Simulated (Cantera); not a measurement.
An isothermal, constant-pressure homogeneous reactor starts with 74.6 % NO, 25.4 % N₂, at 1873 K and 0.200 bar.

Detailed kinetics in Cantera: GRI-Mech 3.0 (53 species, 325 reactions).

Q: Predict: x(NO) at 50.0 s; x(NO₂) at 50.0 s; x(O₂) at 50.0 s; x(O) at 50.0 s; x(N₂) at 50.0 s; x(N₂O) at 50.0 s.

A: 
```json
{
 "x(NO) at 50.0 s": "0.0187 (gas-phase equilibrium 0.00625)",
 "x(NO₂) at 50.0 s": "2.38e-5 (gas-phase equilibrium 8.03e-6)",
 "x(O₂) at 50.0 s": "0.364 (gas-phase equilibrium 0.370)",
 "x(O) at 50.0 s": "0.000321 (gas-phase equilibrium 0.000323)",
 "x(N₂) at 50.0 s": "0.617 (gas-phase equilibrium 0.624)",
 "x(N₂O) at 50.0 s": "2.45e-7 (gas-phase equilibrium 1.42e-7)"
}
```
